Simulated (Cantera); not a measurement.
Feed: 1 mol MgSO₄, 0.13 mol CO₂, at 1998.15 K and 7.50 Torr.

Cantera equilibrium calculation (NASA polynomials, part measured and part estimated; ideal gas, pure solids and liquids). Candidate condensed phases: C, Mg, MgCO₃, MgO, MgS, MgSO₄, S; 26 gas species. The numbers say what is thermodynamically allowed, not how fast it happens.

Base state: SO₂ 0.610, O₂ 0.305, CO₂ 0.0776, O 0.00365, CO 0.00183, SO 0.00161, SO₃ 0.000190 (mole fractions); condensed: MgO(s).

Task: What changes in the equilibrium state with this change: CO₂ from 0.13 to 0.58 mol?

Result: 
```json
[
 {"species": "SO₂", "before": "0.610", "after": "0.476"},
 {"species": "CO₂", "before": "0.0776", "after": "0.270"},
 {"species": "O₂", "before": "0.305", "after": "0.242"},
 {"species": "CO", "before": "0.00183", "after": "0.00715"},
 {"species": "SO₃", "before": "0.000190", "after": "0.000132"},
 {"species": "SO", "before": "0.00161", "after": "0.00142"},
 {"species": "MgO(s), mol", "before": "1.000", "after": "1.000"}
]
```

Task: What changes in the equilibrium state with this change: temperature from 1998.15 K to 848.15 K?

Result: 
```csv
species,before,after
CO₂,0.0776,1.000
SO₂,0.610,0.000112
O₂,0.305,5.59e-5
O,0.00365,<1e-9
CO,0.00183,<1e-9
SO,0.00161,<1e-9
"MgO(s), mol",1.000,0
"MgSO₄(s), mol",0,1.000
```

Task: What changes in the equilibrium state with this change: temperature from 1998.15 K to 1550 K?

Result: 
```tsv
species	before	after
SO₂	0.610	0.613
O₂	0.305	0.306
CO₂	0.0776	0.0798
O	0.00365	4.33e-5
SO	0.00161	8.49e-6
CO	0.00183	1.46e-5
MgO(s), mol	1.000	1.00
```
